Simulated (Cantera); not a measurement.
Charge: 1 mol Fe(CO)5, a varied amount of H2, at 898.15 K and 1100 Pa.

These are equilibrium values from Cantera (NASA tables, ideal gas, pure condensed phases), not measurements of a reactor. Candidate condensed phases: C, C6H6, C7H8, C8H18, Fe, Fe(CO)5, FeO, Fe(OH)2, Fe(OH)3, Fe2O3, Fe3O4, H2O; 114 gas species. Condensed phases not in the tables: cementite and carbon dissolved in iron. Kinetics and transport are ignored.

Question: At 1.1 mol H2, list the 5 most abundant gas species with their mole fractions, and the condensed phases.

Answer: CO 0.774, H2 0.184, CO2 0.0385, H2O 0.00394, CH4 0.000119. Condensed: C(graphite) + Fe(α).
